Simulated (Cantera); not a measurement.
Ignition delay

Mixture: 16.9 % H₂, 10.2 % O₂, 68.5 % N₂, 4.41 % H₂O, at 1.70 bar, adiabatic and at constant volume. Ignition delay is the time to a rise of 400 K.

Detailed kinetics in Cantera: GRI-Mech 3.0 (53 species, 325 reactions). Where the delays flatten at high temperature, the 400 K rule measures the pace of heat release, not the induction time.

```csv
T0 (K),delay (ms)
950,85.5
1050,0.727
1150,0.0714
1250,0.0353
1350,0.0227
1450,0.0168
1550,0.0139
1650,0.0126
1750,0.0123
1850,0.0126
```
